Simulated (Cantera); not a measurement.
Charge: 1 mol c-C4F8, 1 mol CH4, 0.55 mol H2, 0.45 mol Si, at 2200 K and 7.50 Torr.

These are equilibrium values from Cantera (NASA tables, ideal gas, pure condensed phases), not measurements of a reactor. Candidate condensed phases: C, C6H6, C7H8, C8H18, Si, SiC; 113 gas species. The feed counts by its element totals alone. The tables' values for SiF3 are old estimates; treat these amounts as uncertain. Gases not in the tables: C2F6 and larger saturated fluorocarbons. Equilibrium is a limit: real reactors are often held back by kinetics, nucleation or transport.

Base state: HF 0.817, SiF4 0.0720, F 0.0591, CF2 0.0427, CF4 0.00727, CF3 0.000779, CF 0.000670, SiF3 0.000104 (mole fractions); condensed: C(graphite).

What changes in the equilibrium state with this change: temperature from 2200 K to 1073 K?


| species | before | after |
|---|---|---|
| HF | 0.817 | 0.876 |
| SiF4 | 0.0720 | 0.0773 |
| CF4 | 0.00727 | 0.0472 |
| F | 0.0591 | 1.20e-9 |
| CF2 | 0.0427 | 1.19e-8 |
| CF | 0.000670 | <1e-9 |
| CF3 | 0.000779 | 7.05e-9 |
| SiF3 | 0.000104 | <1e-9 |
| H | 3.78e-5 | <1e-9 |
| C(graphite), mol | 4.68 | 4.72 |

What changes in the equilibrium state with this change: temperature from 2200 K to 1425 K?


```csv
species,before,after
HF,0.817,0.876
SiF4,0.0720,0.0773
CF4,0.00727,0.0472
F,0.0591,7.64e-6
CF2,0.0427,2.85e-5
CF,0.000670,<1e-9
SiF3,0.000104,1.21e-8
H,3.78e-5,8.28e-9
CF3,0.000779,3.85e-6
"C(graphite), mol",4.68,4.72
```
